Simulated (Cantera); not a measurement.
What does this Cantera script print?

```python
import numpy as np
import cantera as ct

gas_names = """
    F F2 H HF H2 H2F2 H3F3 H4F4 H5F5 H6F6 H7F7 Si SiF SiF2 SiF3 SiF4 SiH SiHF3 SiH2 SiH2F2 SiH3 SiH3F
    SiH4 Si2 Si3
""".split()
cond_names = """
    Si(cr) Si(L)
""".split()


# ... load() reads the species with a 1 bar reference pressure and builds the phases ...
atoms = {
    'Si': {'Si': 1},
    'F2': {'F': 2},
    'H2': {'H': 2},
}
top_T = {}  # K; cautious upper limits of use, not melting points


# ... equilibrate(T, P, feed) seeds the gas with the atoms and calls Mixture.equilibrate('TP', solver="vcs", rtol=1e-11, max_steps=5000) ...
results = []
T = 973  # K
P = 200  # Pa
for m in [0.27, 0.57, 1.2, 2.6, 5.5, 12, 25, 53]:
    feed = {'Si': 1, 'F2': 0.86, 'H2': m}  # mol
    mix = equilibrate(T, P, feed)
    results.append((T, P, feed, dict(zip(mix.species_names, mix.species_moles))))
    x = sorted(zip(gas.X, gas.species_names), reverse=True)
    print(f"T = {T:g} K  P = {P:g} Pa  n(H2) = {m:g} mol  gas = {mix.phase_moles(0):.4g} mol")
    print("   x: " + "  ".join(f"{s} {v:.3e}" for v, s in x if v > 1e-06))
    print("   condensed (mol): " + ("  ".join(f"{mix.phase(i).name} {mix.phase_moles(i):.4g}"
          for i in range(1, mix.n_phases) if mix.phase_moles(i) > 1e-12) or "none"))
```

Output:

```
T = 973 K  P = 200 Pa  n(H2) = 0.27 mol  gas = 0.6987 mol
   x: SiF4 6.077e-01  H2 3.819e-01  SiHF3 8.892e-03  SiF3 1.355e-03  SiH2F2 6.981e-05  HF 3.576e-05  SiF2 7.126e-06
   condensed (mol): Si(cr) 0.5682
T = 973 K  P = 200 Pa  n(H2) = 0.57 mol  gas = 0.9982 mol
   x: H2 5.668e-01  SiF4 4.238e-01  SiHF3 8.266e-03  SiF3 1.034e-03  SiH2F2 8.651e-05  HF 3.981e-05  SiF2 5.951e-06
   condensed (mol): Si(cr) 0.5676
T = 973 K  P = 200 Pa  n(H2) = 1.2 mol  gas = 1.628 mol
   x: H2 7.339e-01  SiF4 2.587e-01  SiHF3 6.497e-03  SiF3 7.143e-04  SiH2F2 8.753e-05  HF 4.004e-05  SiF2 4.650e-06
   condensed (mol): Si(cr) 0.567
T = 973 K  P = 200 Pa  n(H2) = 2.6 mol  gas = 3.027 mol
   x: H2 8.567e-01  SiF4 1.384e-01  SiHF3 4.390e-03  SiF3 4.468e-04  SiH2F2 7.472e-05  HF 3.699e-05  SiF2 3.400e-06
   condensed (mol): Si(cr) 0.5662
T = 973 K  P = 200 Pa  n(H2) = 5.5 mol  gas = 5.926 mol
   x: H2 9.266e-01  SiF4 7.026e-02  SiHF3 2.746e-03  SiF3 2.687e-04  SiH2F2 5.759e-05  HF 3.248e-05  SiF2 2.423e-06
   condensed (mol): Si(cr) 0.5654
T = 973 K  P = 200 Pa  n(H2) = 12 mol  gas = 12.43 mol
   x: H2 9.649e-01  SiF4 3.326e-02  SiHF3 1.599e-03  SiF3 1.534e-04  SiH2F2 4.126e-05  HF 2.749e-05  SiF2 1.667e-06
   condensed (mol): Si(cr) 0.5644
T = 973 K  P = 200 Pa  n(H2) = 25 mol  gas = 25.42 mol
   x: H2 9.828e-01  SiF4 1.612e-02  SiHF3 9.376e-04  SiF3 8.909e-05  SiH2F2 2.926e-05  HF 2.315e-05  SiF2 1.161e-06
   condensed (mol): Si(cr) 0.5632
T = 973 K  P = 200 Pa  n(H2) = 53 mol  gas = 53.42 mol
   x: H2 9.918e-01  SiF4 7.594e-03  SiHF3 5.355e-04  SiF3 5.066e-05  SiH2F2 2.026e-05  HF 1.926e-05
   condensed (mol): Si(cr) 0.5619
```

Cantera equilibrium calculation (NASA polynomials, part measured and part estimated; ideal gas, pure solids and liquids). The tables' values for SiF3 are old estimates; treat these amounts as uncertain.
